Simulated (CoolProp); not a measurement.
Octamethyltrisiloxane (MDM) at several states: fugacity coefficient from the reference equation and from simpler models built on Tc = 565.4 K, pc = 1438 kPa, ω = 0.528; each cubic takes its own stable root.

Model: reference Helmholtz-energy equation of state, Thol 2017, in CoolProp.

| T (K) | p (kPa) | phase | reference |
|---|---|---|---|
| 198.4 | 15.2 | liquid | 6.006e-7 |
| 209.9 | 529 | liquid | 1.261e-7 |
| 270.9 | 41.9 | liquid | 0.001595 |

Problem. How far does each simpler model (van der Waals, Redlich-Kwong) lie from the reference over these 3 states: mean and median of the absolute difference, and the worst?

Solution. 
- van der Waals: mean 10662050.8 %, median 6668417.0 %, worst +25274625.3 % at 198.4 K and 15.2 kPa
- Redlich-Kwong: mean 27052.5 %, median 27861.9 %, worst +50749.2 % at 198.4 K and 15.2 kPa
